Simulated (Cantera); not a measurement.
Standard-state values (1 bar) from the NASA 1993 polynomials, evaluated with Cantera. Values are per mole of reaction as written; species without (g) are pure solids or liquids, kept so even where they would boil at 1 bar.

2 Li(g) + Cl2(g) ⇌ 2 LiCl(g)

```tsv
T (K)	ΔH° (kJ)	ΔS° (J/K)	ΔG° (kJ)	log10 K
300	-710.0	-74.8	-687.6	119.72
1548	-715.9	-83.8	-586.2	19.78
1698	[?]	[?]	[?]	[?]
1848	[?]	[?]	[?]	[?]
1998	-717.3	-84.6	-548.4	14.34
2148	-717.9	-84.8	-535.7	13.03
2298	-718.4	-85.1	-522.9	11.89
2448	[?]	[?]	[?]	[?]
2598	-719.8	-85.6	-497.3	10.00
2748	-720.6	-85.9	-484.4	9.21
```

Q: What belongs in the gaps?

A: 
- 1698, ΔH° (kJ): -716.4
- 1698, ΔS° (J/K): -84.1
- 1698, ΔG° (kJ): -573.7
- 1698, log10 K: 17.65
- 1848, ΔH° (kJ): -716.9
- 1848, ΔS° (J/K): -84.3
- 1848, ΔG° (kJ): -561.0
- 1848, log10 K: 15.86
- 2448, ΔH° (kJ): -719.1
- 2448, ΔS° (J/K): -85.4
- 2448, ΔG° (kJ): -510.1
- 2448, log10 K: 10.88
